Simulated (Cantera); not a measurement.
What does this Cantera script print?

```python
import numpy as np
import cantera as ct

gas_names = """
    Mg MgO Mg2 O O2 O3 Si SiO SiO2 Si2 Si3
""".split()
cond_names = """
    Mg(cr) Mg(L) MgO(s) MgO(L) MgSiO3(I) MgSiO3(II) MgSiO3(III) MgSiO3(L) Mg2SiO4(s) Mg2SiO4(L) Si(cr)
    Si(L) SiO2(Lqz) SiO2(hqz) SiO2(L)
""".split()


# ... load() reads the species with a 1 bar reference pressure and builds the phases ...
atoms = {
    'SiO2': {'Si': 1, 'O': 2},
    'MgO': {'Mg': 1, 'O': 1},
    'O2': {'O': 2},
}
top_T = {}  # K; cautious upper limits of use, not melting points


# ... equilibrate(T, P, feed) seeds the gas with the atoms and calls Mixture.equilibrate('TP', solver="vcs", rtol=1e-11, max_steps=5000) ...
results = []
feed = {'SiO2': 1, 'MgO': 1, 'O2': 6.5}  # mol
P = 1333.22  # Pa
for T in [1125, 1225, 1325, 1425, 1525, 1625, 1725, 1825, 1925]:
    mix = equilibrate(T, P, feed)
    results.append((T, P, feed, dict(zip(mix.species_names, mix.species_moles))))

top = {s: max(r[3][s] / sum(r[3][g] for g in gas_names) for r in results) for s in gas_names}
cols = sorted((s for s in top if top[s] > 0.0001), key=lambda s: -top[s])[:8]
seen = [c for c in cond_names if any(r[3].get(c, 0) > 1e-12 for r in results)]
print("log10 of partial pressures in bar; condensed amounts in mol")
print(f"{'T/K':>10s}" + "".join(f"{s[:9]:>10s}" for s in cols + seen))
for T, P, feed, n in results:
    ng = sum(n[g] for g in gas_names)
    print(f"{T:10.4g}" + "".join(f"{np.log10(max(n[s] / ng * P / 1e5, 1e-99)):10.3f}" for s in cols)
          + "".join(f"{n.get(c, 0):10.4g}" for c in seen))
```

It prints:

```
log10 of partial pressures in bar; condensed amounts in mol
       T/K        O2         O MgSiO3(II MgSiO3(II MgSiO3(L) Mg2SiO4(s SiO2(hqz)
      1125    -1.875    -9.273         1         0         0         0 2.141e-13
      1225    -1.875    -8.313         1         0         0         0 3.115e-12
      1325    -1.875    -7.498         0         1         0 1.125e-12         0
      1425    -1.875    -6.795         0         1         0 5.864e-11         0
      1525    -1.875    -6.184         0         1         0 1.695e-09         0
      1625    -1.875    -5.648         0         1         0 3.299e-08         0
      1725    -1.875    -5.174         0         1         0 4.712e-07         0
      1825    -1.876    -4.751         0         1         0 5.318e-06         0
      1925    -1.876    -4.372         0         0    0.9999 3.381e-05         0
```

These are equilibrium values from Cantera (NASA tables, ideal gas, pure condensed phases), not measurements of a reactor. Condensed phases not in the tables: alloys, solid solutions and most ternary compounds.
